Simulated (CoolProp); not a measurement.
The numbers come from the reference Helmholtz-energy equation of state, Lemmon and Jacobsen 2000 in CoolProp.

Q: Give the vapour pressure (MPa), liquid density (kg/m³), vapour density (kg/m³) of saturated R143a at -30.25 °C.

A: 
```tsv
T (°C)	p (MPa)	liquid density (kg/m³)	vapour density (kg/m³)
-30.25	0.213	1120	9.62
```
